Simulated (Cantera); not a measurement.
**Abatement and gas-phase synthesis: HBr + H2 + N2**

Input: 1 mol HBr, 1.8 mol H2, 4.5 mol N2, held at 1330 Pa.

Equilibrium computed with Cantera from the NASA thermochemical tables; the gas is ideal and each condensed phase is pure. Candidate condensed phases: Br2; 12 gas species. Equilibrium is a limit: real reactors are often held back by kinetics, nucleation or transport.

| T (°C) | log p N2 | log p H | log p H2 | log p Br | log p HBr | log p N | log p NH |
|---|---|---|---|---|---|---|---|
| 2325 | -2.14 | -2.71 | -2.58 | -2.86 | -3.69 | -7.23 | -8.50 |
| 2375 | -2.15 | -2.64 | -2.62 | -2.85 | -3.76 | -7.05 | -8.38 |
| 2425 | -2.16 | -2.58 | -2.66 | -2.85 | -3.84 | -6.87 | -8.28 |
| 2475 | -2.16 | -2.52 | -2.71 | -2.85 | -3.92 | -6.71 | -8.18 |
| 2525 | -2.17 | -2.47 | -2.77 | -2.85 | -4.00 | -6.55 | -8.09 |
| 2575 | -2.18 | -2.43 | -2.83 | -2.86 | -4.09 | -6.39 | -8.00 |
| 2625 | -2.18 | -2.39 | -2.90 | -2.86 | -4.17 | -6.24 | -7.93 |
| 2675 | -2.19 | -2.36 | -2.97 | -2.86 | -4.26 | -6.10 | -7.86 |
| 2725 | -2.20 | -2.33 | -3.05 | -2.86 | -4.35 | -5.96 | -7.80 |
| 2775 | -2.20 | -2.31 | -3.14 | -2.87 | -4.45 | -5.82 | -7.74 |
| 2825 | -2.21 | -2.29 | -3.23 | -2.87 | -4.54 | -5.69 | -7.69 |
| 2875 | -2.21 | -2.27 | -3.32 | -2.87 | -4.63 | -5.57 | -7.64 |
| 2925 | -2.21 | -2.26 | -3.42 | -2.87 | -4.72 | -5.44 | -7.60 |
| 2975 | -2.22 | -2.25 | -3.51 | -2.87 | -4.81 | -5.32 | -7.56 |
log p: log10 of the partial pressure in bar; nothing condenses.

From 2325 °C to 2975 °C nothing is condensed.
